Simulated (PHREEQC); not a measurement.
2.6 g of hydrous ferric oxide (600 m²/g; 0.2 weak and 0.005 strong sites per Fe, Dzombak-Morel constants, diffuse double layer) in 1 kg of water with 0.3 mol/kgw of an inert sodium salt and 0.00078 mol/kgw MgCl2, 5.9e-06 mol/kgw Ag2SO4 and 0.00043 mol/kgw H3BO3, at 25 °C; the pH is set by adding NaOH or the inert anion's acid. Oxygen alone is held at its pressure in air (log pO2 = -0.68). The system is closed to CO2. No solid was allowed to form.

The series has 13 steps of pH, from 3 to 11.

The numbers come from PHREEQC with the ion-association model, wateq4f.dat.

Q: Near which pH is half of the Mg sorbed, and on which side is more sorbed?

A: Near pH 7.8, with more sorbed at higher pH.

Q: Near which pH is half of the S sorbed, and on which side is more sorbed?

A: Near pH 6.4, with more sorbed at lower pH.

Q: Near which pH is half of the Ag sorbed, and on which side is more sorbed?

A: Near pH 6.3, with more sorbed at higher pH.

Along this series the solution becomes supersaturated in solids that the run did not let form, among them Cerargyrite. The oxide is taken as insoluble; below pH 4 it would dissolve.
